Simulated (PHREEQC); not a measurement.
Acid rinse or clean: an equilibrium model

A solution holds 43 mmol/kgw HCl and 38 mmol/kgw KCl, at 91 °C. Closed to the air; pH follows from the charge balance.

The numbers come from PHREEQC with the Pitzer model, pitzer.dat.

Each row changes one thing in this solution. No solid was allowed to form.

```tsv
case	pH	SI of Sylvite (KCl)
as made	1.48	-4.05
HCl left out	6.19	___
diluted 10-fold with water	2.41	___
KCl from 0.038 to 0.076 mol/kgw	___	-3.62
temperature from 91 to 5 °C	1.45	-3.35
```

Question: Fill in the missing entries.

Answer: 
- HCl left out, SI of Sylvite (KCl): -4.33
- diluted 10-fold with water, SI of Sylvite (KCl): -5.91
- KCl from 0.038 to 0.076 mol/kgw, pH: 1.49

At this temperature some constants are extrapolated from 25 °C, and those without enthalpy data are left unchanged.
